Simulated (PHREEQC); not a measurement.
Consider water at 33 °C with 0.0029 mol KNO3 per kg of water. Closed to the air; pH follows from the charge balance.

Model: ion-association model, phreeqc.dat, run in PHREEQC.

- ionic strength = 0.00290 mol/kgw
- specific conductance = 479 µS/cm

| species | molality | activity | log γ |
|---|---|---|---|
| K+ | 0.00290 | 0.00273 | -0.026 |
| NO3- | 0.00290 | 0.00273 | -0.026 |
| H+ | 1.43e-7 | 1.35e-7 | -0.024 |
| OH- | 1.43e-7 | 1.34e-7 | -0.026 |

Precipitation was switched off in this run.
